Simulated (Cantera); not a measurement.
A perfectly stirred reactor is fed with H₂ : O₂ = 0.012 : 1 (molar parts), equivalence ratio 0.0060, at 10.00 Torr; it is held at 1250 K, and followed from long to short residence time.

Computed with Cantera and the H2/O2 subset of GRI-Mech 3.0, which has no nitrogen chemistry. Radical loss at walls, strong at low pressure, is not modelled.

### Question
What does this change do: pressure from 10.00 Torr to 20.0 Torr?

### Answer
```
quantity                 before     after
---------------------  --------  --------
x(H₂) at τ = 25.0 s     6.79e-6   4.98e-6
x(O₂) at τ = 25.0 s       0.988     0.988
x(H₂O) at τ = 25.0 s     0.0118    0.0119
x(HO₂) at τ = 25.0 s    1.42e-7   1.50e-7
x(OH) at τ = 25.0 s    0.000214  0.000135
x(H₂) at τ = 0.140 s   0.000137   9.99e-5
x(O₂) at τ = 0.140 s      0.981     0.984
x(H₂O) at τ = 0.140 s    0.0111    0.0114
x(HO₂) at τ = 0.140 s   7.47e-7   1.12e-6
x(OH) at τ = 0.140 s   0.000935  0.000694
```
